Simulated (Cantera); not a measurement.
# Premixed flame

A freely propagating, adiabatic, planar premixed flame of H2 : O2 : N2 : H2O = 1 : 0.794 : 2.98 : 1.4 (molar parts), equivalence ratio 0.63, unburnt at 325 K and 0.320 bar; mixture-averaged transport, grid criteria slope 0.08 and curve 0.16, no radiation.

Computed with Cantera and the H2/O2 subset of GRI-Mech 3.0, which has no nitrogen chemistry. Burning velocities carry a grid error of a few per cent, more on coarse grids. Lean hydrogen flames are cellular in practice and burn faster than this planar one.

| z (mm) | T (K) | u (m/s) | x H2 | x O2 | x H2O | x O | x H2O2 | x HO2 |
|---|---|---|---|---|---|---|---|---|
| -5.88 | 325 | 0.330 | 0.159 | 0.129 | 0.228 | <1e-8 | 1.75e-8 | 1.06e-8 |
| -3.92 | 326 | 0.329 | 0.154 | 0.130 | 0.229 | <1e-8 | 1.65e-7 | 1.00e-7 |
| -2.94 | 330 | 0.329 | 0.145 | 0.131 | 0.232 | <1e-8 | 9.62e-7 | 5.92e-7 |
| -1.96 | 353 | 0.346 | 0.125 | 0.133 | 0.241 | <1e-8 | 9.25e-6 | 6.70e-6 |
| -0.981 | 554 | 0.525 | 0.0805 | 0.126 | 0.278 | 3.07e-6 | 6.42e-5 | 0.000160 |
| -0.490 | 819 | 0.768 | 0.0530 | 0.110 | 0.317 | 9.85e-5 | 3.67e-5 | 0.000140 |
| 0 | 1075 | 1.01 | 0.0285 | 0.0874 | 0.359 | 0.000697 | 7.49e-6 | 6.70e-5 |
| 0.490 | 1238 | 1.16 | 0.0132 | 0.0704 | 0.387 | 0.00128 | 4.17e-6 | 3.93e-5 |
| 0.981 | 1326 | 1.24 | 0.00689 | 0.0626 | 0.400 | 0.00128 | 3.11e-6 | 2.79e-5 |
| 1.96 | 1405 | 1.31 | 0.00318 | 0.0582 | 0.409 | 0.000810 | 1.65e-6 | 1.76e-5 |
| 3.92 | 1450 | 1.35 | 0.00122 | 0.0566 | 0.414 | 0.000311 | 7.37e-7 | 8.64e-6 |
| 7.84 | 1468 | 1.37 | 0.000325 | 0.0561 | 0.416 | 8.28e-5 | 2.89e-7 | 2.84e-6 |
| 15.7 | 1473 | 1.37 | 7.76e-5 | 0.0561 | 0.417 | 2.06e-5 | 1.03e-7 | 7.69e-7 |
x: mole fraction of selected species; z is measured from the peak of heat release.

- laminar burning velocity: 33.0 cm/s
- thermal thickness: 1.96 mm
- peak x(O): 0.00134
- peak x(H2O2): 6.50e-5
- peak x(HO2): 0.000193
- grid points: 110
